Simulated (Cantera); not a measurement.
Feed: 1 mol HF, 0.31 mol O2, 0.15 mol H2, held at 3075 K and 1.00 bar.

Cantera equilibrium calculation (NASA polynomials, part measured and part estimated; ideal gas, pure solids and liquids). Candidate condensed phases: H2O; 22 gas species. Rates play no part.

Base state: HF 0.670, O2 0.130, H2O 0.0642, O 0.0525, OH 0.0441, H 0.0200, H2 0.0102, F 0.00926 (mole fractions); condensed: gas only.

Question: What changes in the equilibrium state with this change: H2 from 0.15 to 16 mol?

Answer: 
```csv
species,before,after
H2,0.0102,0.743
H,0.0200,0.170
HF,0.670,0.0536
O2,0.130,5.54e-6
O,0.0525,0.000343
OH,0.0441,0.00246
H2O,0.0642,0.0305
HO2,2.71e-5,9.87e-9
F,0.00926,8.70e-5
```

Question: What changes in the equilibrium state with this change: temperature from 3075 K to 2073.15 K?

Answer: 
```csv
species,before,after
HF,0.670,0.721
O2,0.130,0.169
H2O,0.0642,0.107
O,0.0525,0.000472
H,0.0200,2.98e-5
H2,0.0102,0.000128
OH,0.0441,0.00283
F,0.00926,9.20e-5
HO2,2.71e-5,3.31e-6
```
